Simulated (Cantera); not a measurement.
Cantera run:

```python
import numpy as np
import cantera as ct

gas_names = """
    B BH BH2 BH3 BN BO BO2 B2 B2O B2O2 B2O3 B3O3H3 H HBO HBO2 HNO HNO2 HNO3 HO2 H2 H2O H2O2 H3B3O6 N NH
    NH2 NH3 NH2OH NO NO2 NO3 N2 N2H2 N2H4 N2O O OH O2 O3
""".split()
cond_names = """
    B(b) B(L) BN(s) B2O3(L) B3O3H3(cr) H2O(s) H2O(L)
""".split()


# ... load() reads the species with a 1 bar reference pressure and builds the phases ...
atoms = {
    'B2O3': {'B': 2, 'O': 3},
    'H2': {'H': 2},
    'N2': {'N': 2},
}
top_T = {'BN(s)': 3200}  # K; cautious upper limits of use, not melting points


# ... equilibrate(T, P, feed) seeds the gas with the atoms and calls Mixture.equilibrate('TP', solver="vcs", rtol=1e-11, max_steps=5000) ...
results = []
feed = {'B2O3': 1, 'H2': 58, 'N2': 23}  # mol
T = 2373  # K
P = 133.322  # Pa
mix = equilibrate(T, P, feed)
results.append((T, P, feed, dict(zip(mix.species_names, mix.species_moles))))
print(gas.report(threshold=1e-06))
for i in range(1, mix.n_phases):
    print(f"{mix.phase(i).name:16s} {mix.phase_moles(i):12.5e} mol")
```

Result:

```
       temperature   2373 K
          pressure   133.32 Pa
           density   5.8926e-05 kg/m^3
  mean mol. weight   8.7205 kg/kmol
   phase of matter   gas

                          1 kg             1 kmol
                     ---------------   ---------------
          enthalpy        1.3182e+07        1.1495e+08  J
   internal energy        1.0919e+07        9.5219e+07  J
           entropy             30700        2.6772e+05  J/K
    Gibbs function       -5.9671e+07       -5.2036e+08  J
 heat capacity c_p            3689.2             32172  J/K
 heat capacity c_v            2735.8             23857  J/K

                      mass frac. Y      mole frac. X     chem. pot. / RT
                     ---------------   ---------------   ---------------
                BO          0.047607          0.015486           -39.858
               BO2          0.001349         0.0002748           -64.553
              B2O2        0.00015262        2.4823e-05           -79.716
              B2O3         0.0010689        0.00013389           -104.41
                 H          0.030254           0.26174           -13.709
               HBO          0.008329         0.0026111           -53.567
              HBO2          0.011566          0.002302           -78.262
                H2           0.10825           0.46826           -27.418
               H2O          0.014095         0.0068227           -52.113
                 N        1.8302e-06        1.1394e-06           -17.786
                NO        9.3742e-05        2.7244e-05           -42.481
                N2           0.77544           0.24139           -35.573
                 O        0.00046746        0.00025479           -24.695
                OH         0.0013209        0.00067731           -38.404
                O2        5.6521e-06        1.5404e-06            -49.39
     [  +24 minor]         3.938e-07        2.7495e-07

B(L)              0.00000e+00 mol
BN(s)             0.00000e+00 mol
B2O3(L)           0.00000e+00 mol
```

Equilibrium computed with Cantera from the NASA thermochemical tables; the gas is ideal and each condensed phase is pure.
